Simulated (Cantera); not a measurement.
What does this Cantera script print?

```python
import numpy as np
import cantera as ct

gas_names = [...]  # 45 gases of nasa_gas.yaml made of Al, Cl, H, N, O
cond_names = """
    AL(cr) AL(L) ALCL3(s) ALCL3(L) ALN(s) AL2O3(a) AL2O3(L) H2O(s) H2O(L) NH4CL(a) NH4CL(b)
""".split()


# ... load() reads the species with a 1 bar reference pressure and builds the phases ...
atoms = {
    'AlCl3': {'AL': 1, 'CL': 3},
    'N2O': {'N': 2, 'O': 1},
    'H2': {'H': 2},
}
top_T = {'ALN(s)': 2750}  # K; cautious upper limits of use, not melting points


# ... equilibrate(T, P, feed) seeds the gas with the atoms and calls Mixture.equilibrate('TP', solver="vcs", rtol=1e-11, max_steps=5000) ...
results = []
feed = {'AlCl3': 1, 'N2O': 37, 'H2': 790}  # mol
T = 1700  # K
P = 92000  # Pa
mix = equilibrate(T, P, feed)
results.append((T, P, feed, dict(zip(mix.species_names, mix.species_moles))))
x = sorted(zip(gas.X, gas.species_names), reverse=True)
print(f"T = {T:g} K  P = {P:g} Pa  gas = {mix.phase_moles(0):.4g} mol")
print("   x: " + "  ".join(f"{s} {v:.3e}" for v, s in x if v > 0.0001))
print("   condensed (mol): " + ("  ".join(f"{mix.phase(i).name} {mix.phase_moles(i):.4g}"
      for i in range(1, mix.n_phases) if mix.phase_moles(i) > 1e-12) or "none"))
```

Result:

```
T = 1700 K  P = 92000 Pa  gas = 828.6 mol
   x: H2 9.087e-01  N2 4.465e-02  H2O 4.285e-02  HCL 3.620e-03  H 1.464e-04
   condensed (mol): AL2O3(a) 0.5
```

Cantera equilibrium calculation (NASA polynomials, part measured and part estimated; ideal gas, pure solids and liquids). Gases not in the tables: Al(OH)3.
